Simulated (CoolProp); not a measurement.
Vapour-liquid equilibrium of acetone (1) + cyclohexane (2) at 405.6 K; x and y are mole fractions of (1).

The numbers come from the multi-fluid Helmholtz-energy mixture model, Lemmon 2006 and Zhou 2014; pair parameters Bell 2016 in CoolProp.

```csv
x,"bubble pressure, mixture model (kPa)","bubble pressure, Raoult's law (kPa)","y, mixture model","y, Raoult's law"
0.05,474.5,403.4,0.211,0.099
0.125,573.3,434.5,0.371,0.229
0.2,640.9,465.6,0.460,0.342
0.275,688.9,496.6,0.519,0.441
0.35,724.5,527.7,0.564,0.529
0.425,752.1,558.8,0.602,0.606
0.5,774.3,589.9,0.637,0.676
0.575,792.3,620.9,0.673,0.738
0.65,806.5,652.0,0.712,0.795
0.725,816.5,683.1,0.755,0.846
0.8,821.4,714.1,0.805,0.893
0.875,819.7,745.2,0.866,0.936
0.95,809.6,776.3,0.940,0.975
```

The largest gap from Raoult's law is +38.7 % in bubble pressure, at x = 0.275. y crosses x between x = 0.8 and 0.875: the model has an azeotrope there.

Pair parameters are fitted to limited data, so mixtures are less certain than the pure fluids.
